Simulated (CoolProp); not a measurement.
Vapour pressure (MPa) of propylene: the reference equation beside estimates from Tc = 91.1 °C, pc = 4.555 MPa, ω = 0.146. Clausius-Clapeyron is anchored at -46.85 °C with a constant enthalpy of vaporisation of 18.43 kJ/mol.

Computed with CoolProp (reference Helmholtz-energy equation of state, Lemmon 2013).

```
T (°C)  reference  Clausius-Clapeyron  Redlich-Kwong  Soave-Redlich-Kwong  Peng-Robinson
------  ---------  ------------------  -------------  -------------------  -------------
-83.25    0.01409             0.01605              …              0.01383        0.01465
-71.15    0.03011             0.03229        0.03883              0.02964        0.03084
-59.05    0.05837             0.06004        0.07499              0.05764        0.05916
-46.85     0.1049              0.1049         0.1334               0.1040         0.1056
-34.75     0.1756              0.1725         0.2201               0.1747         0.1758
-22.65     0.2781              0.2703         0.3427               0.2777         0.2778
-10.55     0.4206              0.4064         0.5087               0.4215         0.4196
1.55       0.6116              0.5895              …               0.6150              …
```

Task: Complete the blanks.

Result: 
- -83.25, Redlich-Kwong: 0.01806
- 1.55, Redlich-Kwong: 0.7254
- 1.55, Peng-Robinson: 0.6101

Absolute difference from the reference over all 8 rows, mean and median: Clausius-Clapeyron 4.4 and 3.1 %, Redlich-Kwong 25.1 and 26.3 %, Soave-Redlich-Kwong 0.9 and 0.7 %, Peng-Robinson 1.1 and 0.5 %.
